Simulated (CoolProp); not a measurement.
Vapour-liquid equilibrium of cyclohexane (1) + m-xylene (2) at 496.7 K; x and y are mole fractions of (1).

Model: multi-fluid Helmholtz-energy mixture model, Zhou 2014 and Zhou 2012; pair parameters Bell 2016, in CoolProp.

| x | bubble pressure, mixture model (bar) | bubble pressure, Raoult's law (bar) | y, mixture model | y, Raoult's law |
|---|---|---|---|---|
| 0.05 | 7.040 | 6.984 | 0.127 | 0.138 |
| 0.125 | 8.075 | 7.949 | 0.278 | 0.302 |
| 0.2 | 9.091 | 8.914 | 0.396 | 0.431 |
| 0.275 | 10.09 | 9.880 | ? | 0.535 |
| 0.35 | 11.06 | 10.84 | ? | 0.620 |
| 0.425 | 12.02 | 11.81 | 0.636 | 0.691 |
| 0.5 | 12.96 | 12.78 | 0.695 | 0.752 |
| 0.575 | 13.89 | 13.74 | ? | 0.804 |
| 0.65 | 14.81 | 14.71 | 0.797 | 0.849 |
| 0.725 | 15.73 | 15.67 | 0.842 | 0.889 |
| 0.8 | 16.66 | 16.64 | 0.886 | 0.924 |
| 0.875 | 17.60 | 17.60 | 0.929 | 0.955 |
| 0.95 | 18.56 | 18.57 | ? | 0.983 |

### Question
Complete the blanks.

### Answer

- 0.275, y, mixture model: 0.490
- 0.35, y, mixture model: 0.569
- 0.575, y, mixture model: 0.748
- 0.95, y, mixture model: 0.971

The largest gap from Raoult's law is +2.1 % in bubble pressure, at x = 0.275. No azeotrope shows between x = 0.05 and 0.95.

The pair parameters rest on a limited set of measurements; away from them the model extrapolates.
